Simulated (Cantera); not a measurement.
An isothermal, constant-pressure homogeneous reactor starts with 0.902 % H₂, 99.1 % O₂, equivalence ratio 0.0046, at 1400 K and 0.0263 atm.

Cantera simulation using the H2/O2 subset of GRI-Mech 3.0, which has no nitrogen chemistry; the numbers are that mechanism's predictions, not measurements. Radical loss at walls, strong at low pressure, is not modelled.

One state of this run: x H₂ = 2.48e-5; x O₂ = 0.984; x H₂O = 0.00840; x OH = 0.00105; x H₂O₂ = 1.60e-8. x: mole fraction; the columns are a selection and need not sum to one.

Q: Which value of t (s) does it belong to?
A. 0.0381
B. 0.00276
C. 0.000743
D. 7.25

A: A, 0.0381
